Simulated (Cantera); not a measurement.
Charge: 1 mol BCl3, a varied amount of NH3, 32 mol H2, held at 1148.15 K and 150 Torr.

Method: chemical equilibrium by Gibbs-energy minimisation in Cantera with the NASA 1993 tables (ideal gas, pure condensed phases). Candidate condensed phases: B, BN, NH4Cl; 21 gas species. Mutual solubility and eutectic melting of coexisting phases are not modelled. Gases not in the tables: BHCl2. The numbers say what is thermodynamically allowed, not how fast it happens.

x: gas mole fraction; n: condensed amount in mol.

| n(NH3) (mol) | x H2 | x N2 | x HCl | x BCl3 | x NH3 | n B(s) | n BN(s) |
|---|---|---|---|---|---|---|---|
| 0.45 | 0.928 | <1e-12 | 0.0634 | 0.00825 | ___ | 0.269 | 0.450 |
| 2.5 | 0.901 | 0.0197 | 0.0789 | 4.17e-8 | ___ | 0 | 1.000 |
| 4.6 | 0.886 | 0.0427 | 0.0711 | 2.12e-8 | ___ | 0 | 1.000 |
| 6.6 | 0.874 | 0.0606 | 0.0649 | 1.39e-8 | ___ | 0 | 1.000 |
| 8.7 | 0.864 | 0.0764 | 0.0595 | 9.68e-9 | 1.09e-5 | 0 | 1.00 |
| 11 | 0.855 | 0.0909 | 0.0545 | 6.94e-9 | 1.17e-5 | 0 | 1.00 |
| 13 | 0.847 | 0.102 | 0.0508 | 5.39e-9 | 1.22e-5 | 0 | 1.00 |

### Question
What belongs in the gaps?

### Answer

- 0.45, x NH3: 1.55e-11
- 2.5, x NH3: 5.92e-6
- 4.6, x NH3: 8.48e-6
- 6.6, x NH3: 9.91e-6
